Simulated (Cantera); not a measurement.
Feed: 1 mol BN, 31 mol H₂, 17 mol N₂, held at 13.3 mbar.

These are equilibrium values from Cantera (NASA tables, ideal gas, pure condensed phases), not measurements of a reactor. Candidate condensed phases: B, BN; 15 gas species. The numbers say what is thermodynamically allowed, not how fast it happens. All values below are at 973 K.

Base state: H₂ 0.646, N₂ 0.354 (mole fractions); condensed: BN(s).

Task: What changes in the equilibrium state with this change: BN replaced by AlN?

Result: 
```
species      before  after
-----------  ------  -----
H₂            0.646  0.646
N₂            0.354  0.354
BN(s), mol     1.00      0
AlN(s), mol       0   1.00
```
Further candidate phases: Al, AlN.
